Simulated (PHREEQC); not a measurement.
Dissolve 0.042 mol/kgw HF and 0.003 mol/kgw NaF at 40 °C. Closed to the air; pH follows from the charge balance.

Equilibrium calculation in PHREEQC: ion-association model, wateq4f.dat.

```csv
quantity,before,after
pH,2.48,2.65
ionic strength (mol/kgw),0.00655,0.00540
HF (mol/kgw),0.0341,0.0378
F- (mol/kgw),0.00573,0.00464
HF2- (mol/kgw),0.000822,0.000762
NaF (mol/kgw),8.26e-6,6.71e-6
```

### Question
Name the change that produced these shifts.
A. NaF from 0.003 to 0.0045 mol/kgw
B. temperature from 40 to 75 °C
C. HF left out
D. NaF from 0.003 to 0.03 mol/kgw

### Answer
B, temperature from 40 to 75 °C

No solid was allowed to form. wateq4f.dat counts part of the HF as a dimer, H2F2, which phreeqc.dat doesn't know; its constant is uncertain. At this temperature some constants are extrapolated from 25 °C, and those without enthalpy data are left unchanged.
